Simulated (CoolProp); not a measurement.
Model: reference Helmholtz-energy equation of state, Lemmon 2006, in CoolProp. It is a short technical equation, of lower accuracy than the large ones.

Task: Give the vapour pressure (bar), vapour density (kg/m³), liquid viscosity (µPa s), liquid conductivity (mW/(m K)) of saturated C3F8 (R218) at 188.7, 195.1, 220.7 K.

Result: 
```
T (K)  p (bar)  vapour density (kg/m³)  liquid viscosity (µPa s)  liquid conductivity (mW/(m K))
-----  -------  ----------------------  ------------------------  ------------------------------
188.7   0.0602                   0.727                      1100                            74.2
195.1   0.0969                    1.13                       949                            72.7
220.7    0.470                    4.97                       571                            66.2
```

Viscosity comes from a separate model (Huber 2003), an estimate that may be off by 10 % or more. Thermal conductivity comes from a separate model (Huber 2003), an estimate that may be off by 10 % or more.
